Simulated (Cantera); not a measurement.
What does this Cantera script print?

```python
import numpy as np
import cantera as ct

gas_names = """
    Electron C C+ C- CH CH+ CH2 CH3 CH2OH CH3O CH4 CH3OH CN CN+ CN- CO CO+ CO2 CO2+ COOH C2 C2+ C2- C2H
    CHCO,ketyl C2H2,acetylene C2H2,vinylidene CH2CO,ketene C2H3,vinyl CH3CN CH3CO,acetyl C2H4
    C2H4O,ethylen CH3CHO,ethanal CH3COOH (HCOOH)2 C2H5 C2H6 CH3OCH3 C2H5OH CCN CNC C2N2 C2O C3
    C3H3,propargyl C3H4,allene C3H4,propyne C3H4,cyclo- C3H5,allyl C3H6,propylene C3H6,cyclo- C3H6O
    C3H7,n-propyl C3H7,i-propyl C3H8 C3H8O,1propanol C3H8O,2propanol C3O2 C4 C4H2 C4H4,1,3-cyclo-
    C4H6,butadiene C4H6,2-butyne C4H6,cyclo- C4H8,1-butene C4H8,cis2-buten C4H8,tr2-butene
    C4H8,isobutene C4H8,cyclo- (CH3COOH)2 C4H9,n-butyl C4H9,i-butyl C4H9,s-butyl C4H9,t-butyl
    C4H10,isobutane C4H10,n-butane C4N2 C5 C5H6,1,3cyclo- C5H8,cyclo- C5H10,1-pentene C5H10,cyclo-
    C5H11,pentyl C5H11,t-pentyl C5H12,n-pentane C5H12,i-pentane CH3C(CH3)2CH3 C6H2 C6H5,phenyl
    C6H5O,phenoxy C6H6 C6H5OH,phenol C6H10,cyclo- C6H12,1-hexene C6H12,cyclo- C6H13,n-hexyl C7H7,benzyl
    C7H8 C7H8O,cresol C7H14,1-heptene C7H15,n-heptyl C7H16,n-heptane C8H8,styrene C8H10,ethylbenz
    C8H16,1-octene C8H17,n-octyl C8H18,isooctane C8H18,n-octane C9H19,n-nonyl C10H8,naphthale
    C10H21,n-decyl C12H9,o-bipheny C12H10,bipheny H H+ H- HCN HCO HCO+ HCCN HNC HNCO HNO HNO2 HNO3 HO2
    H2 H2+ H2- HCHO,formaldehy HCOOH H2O H2O+ H2O2 H3O+ N N+ N- NCO NH NH+ NH2 NH3 NH2OH NH4+ NO NO+ NO2
    NO2- NO3 NO3- N2 N2+ N2- N2H2 N2H4 N2O N2O+ O O+ O- OH OH+ OH- O2 O2+ O2- O3
""".split()
cond_names = """
    C(gr) C6H6(L) C7H8(L) C8H18(L),n-octa H2O(s) H2O(L)
""".split()


def load(file, names, dense=False):
    # The tables refer to 1 bar. Condensed volumes are neglected.
    table = {s.name: s for s in ct.Species.list_from_file(file)}
    out = []
    for n in names:
        d = dict(table[n].input_data)
        d["thermo"] = dict(d["thermo"], **{"reference-pressure": 1e5})
        if dense:
            d["equation-of-state"] = {"model": "constant-volume", "density": "1e6 g/cm^3"}
        out.append(ct.Species.from_dict(d))
    return out


gas = ct.Solution(thermo="ideal-gas", species=load("nasa_gas.yaml", gas_names))
cond = {s.name: ct.Solution(thermo="fixed-stoichiometry", species=[s], name=s.name)
        for s in load("nasa_condensed.yaml", cond_names, dense=True)}
atoms = {
    'toluene': {'C': 7, 'H': 8},
    'CO2': {'C': 1, 'O': 2},
    'N2': {'N': 2},
    'NH3': {'N': 1, 'H': 3},
}
top_T = {'C(gr)': 4500}  # K; cautious upper limits of use, not melting points


def equilibrate(T, P, feed):
    n = {}
    for name, mol in feed.items():
        for a, k in atoms[name].items():
            n[a] = n.get(a, 0.0) + k * mol
    gas.TPX = T, P, n
    mass = sum(n.values()) * gas.mean_molecular_weight
    gas.equilibrate("TP")
    valid = [c for c in cond.values() if c.min_temp <= T <= top_T.get(c.name, c.max_temp)]
    mix = ct.Mixture([(gas, mass / gas.mean_molecular_weight)] + [(c, 0.0) for c in valid])
    mix.T, mix.P = T, P
    mix.equilibrate("TP", solver="vcs", rtol=1e-11, max_steps=5000)
    return mix


results = []
feed = {'toluene': 1, 'CO2': 0.024, 'N2': 0.31, 'NH3': 0.016}  # mol
P = 13332.2  # Pa
for T in [3000, 3500, 4000, 4500, 5000]:
    mix = equilibrate(T, P, feed)
    results.append((T, P, feed, dict(zip(mix.species_names, mix.species_moles))))
    x = sorted(zip(gas.X, gas.species_names), reverse=True)
    print(f"T = {T:g} K  P = {P:g} Pa  gas = {mix.phase_moles(0):.4g} mol")
    print("   x: " + "  ".join(f"{s} {v:.3e}" for v, s in x if v > 1e-05))
    print("   condensed (mol): " + ("  ".join(f"{mix.phase(i).name} {mix.phase_moles(i):.4g}"
          for i in range(1, mix.n_phases) if mix.phase_moles(i) > 1e-12) or "none"))
```

It prints:

```
T = 3000 K  P = 13332.2 Pa  gas = 5.263 mol
   x: H2 5.493e-01  H 3.205e-01  N2 4.152e-02  C2H2,acetylene 3.417e-02  HCN 3.019e-02  CO 9.120e-03  HNC 5.698e-03  C2H 3.427e-03  C3 2.340e-03  CN 1.818e-03  C4H2 8.869e-04  C 3.802e-04  C2 2.377e-04  C2H2,vinylidene 1.077e-04  CH 4.620e-05  C5 4.283e-05  CH2 3.935e-05  C2N2 3.915e-05  CH3 2.901e-05  C6H2 2.442e-05
   condensed (mol): C(gr) 6.317
T = 3500 K  P = 13332.2 Pa  gas = 9.108 mol
   x: H 5.517e-01  C3 1.678e-01  H2 1.164e-01  C2H 3.120e-02  C2H2,acetylene 2.090e-02  C2 2.055e-02  C 2.038e-02  N2 1.753e-02  HCN 1.722e-02  CN 1.263e-02  C5 9.395e-03  CO 5.270e-03  HNC 4.551e-03  C4 1.785e-03  C4H2 1.564e-03  CH 5.637e-04  C2H2,vinylidene 1.753e-04  C6H2 1.259e-04  CNC 1.131e-04  C2N2 8.188e-05  N 8.034e-05  CH2 6.423e-05
   condensed (mol): none
T = 4000 K  P = 13332.2 Pa  gas = 11.49 mol
   x: H 6.392e-01  C 1.202e-01  C3 1.080e-01  C2 5.149e-02  H2 2.144e-02  CN 2.055e-02  N2 1.479e-02  C2H 1.116e-02  CO 4.175e-03  HCN 3.297e-03  C5 1.258e-03  HNC 1.118e-03  CH 8.441e-04  C4 8.285e-04  C2H2,acetylene 7.659e-04  N 5.912e-04  CNC 1.446e-04  C2N2 2.069e-05  CH2 1.621e-05  C2H2,vinylidene 1.316e-05  C4H2 1.128e-05
   condensed (mol): none
T = 4500 K  P = 13332.2 Pa  gas = 13.88 mol
   x: H 5.695e-01  C 3.179e-01  C2 4.638e-02  C3 2.243e-02  CN 1.906e-02  N2 1.168e-02  H2 3.617e-03  CO 3.457e-03  N 2.664e-03  C2H 1.756e-03  CH 6.099e-04  HCN 4.574e-04  HNC 1.879e-04  C4 8.981e-05  CNC 7.330e-05  C5 3.417e-05  C+ 1.856e-05  Electron 1.846e-05  C2H2,acetylene 1.640e-05
   condensed (mol): none
T = 5000 K  P = 13332.2 Pa  gas = 15.08 mol
   x: H 5.314e-01  C 4.156e-01  C2 1.535e-02  CN 1.138e-02  N2 1.066e-02  N 9.373e-03  CO 3.177e-03  C3 1.382e-03  H2 9.101e-04  CH 2.888e-04  C2H 1.471e-04  Electron 1.033e-04  C+ 1.022e-04  HCN 6.082e-05  HNC 2.905e-05  CNC 1.607e-05
   condensed (mol): none
```

Equilibrium computed with Cantera from the NASA thermochemical tables; the gas is ideal and each condensed phase is pure.
